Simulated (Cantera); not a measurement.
An isothermal, constant-pressure homogeneous reactor starts with CO : O₂ : H₂O : N₂ = 0.0041 : 0.067 : 0.0056 : 1 (molar parts), equivalence ratio 0.031, at 1125 K and 2.30 bar. Integrator tolerance rtol = 1e-08.

Detailed kinetics in Cantera: GRI-Mech 3.0 (53 species, 325 reactions).

Q: What does this change do: temperature 1125 to 1423 K?

A: 
| quantity | before | after |
|---|---|---|
| x(CO) at 9.00 s | 8.53e-11 (gas-phase equilibrium 2.73e-11) | 1.49e-8 (gas-phase equilibrium 1.49e-8) |
| x(O₂) at 9.00 s | 0.0604 (gas-phase equilibrium 0.0604) | 0.0604 (gas-phase equilibrium 0.0602) |
| x(H₂O) at 9.00 s | 0.00521 (gas-phase equilibrium 0.00521) | 0.00521 (gas-phase equilibrium 0.00521) |
| x(NO) at 9.00 s | 1.25e-8 (gas-phase equilibrium 6.22e-5) | 3.43e-7 (gas-phase equilibrium 0.000481) |
| x(HO₂) at 9.00 s | 6.60e-10 (gas-phase equilibrium 6.08e-10) | 1.20e-8 (gas-phase equilibrium 1.20e-8) |
| x(OH) at 9.00 s | 1.79e-7 (gas-phase equilibrium 1.37e-7) | 5.25e-6 (gas-phase equilibrium 5.25e-6) |
| x(O) at 9.00 s | 1.29e-9 (gas-phase equilibrium 7.53e-10) | 2.20e-7 (gas-phase equilibrium 2.19e-7) |
